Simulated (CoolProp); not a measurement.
The fluid at 304.76 K and 1.55 MPa is compressed adiabatically to 11.2 MPa with isentropic efficiency 0.8. The same conditions are run with several fluids, on thermodynamics alone (safety and materials aside).

The numbers come from the reference Helmholtz-energy equation of state of each fluid (hydrogen chloride: Thol 2018; C2F6 (R116): Lemmon 2006; nitrous oxide: Lemmon 2006; sulfur hexafluoride: Guder 2009; oxygen: Schmidt 1985) in CoolProp.

| fluid | work (kJ/kg) | final temperature (K) | final density (kg/m³) |
|---|---|---|---|
| hydrogen chloride | 211 | … | 88.5 |
| C2F6 (R116) | 36.4 | 387.6 | … |
| nitrous oxide | 160 | 496.6 | 131 |
| sulfur hexafluoride | 32.1 | 397.0 | … |
| oxygen | 263 | 580.9 | 72.0 |

**Question.** Some entries are withheld; supply them.

**Answer.** 
- hydrogen chloride, final temperature (K): 588.3
- C2F6 (R116), final density (kg/m³): 658
- sulfur hexafluoride, final density (kg/m³): 787

Above 300 K oxygen's equation is extrapolated.
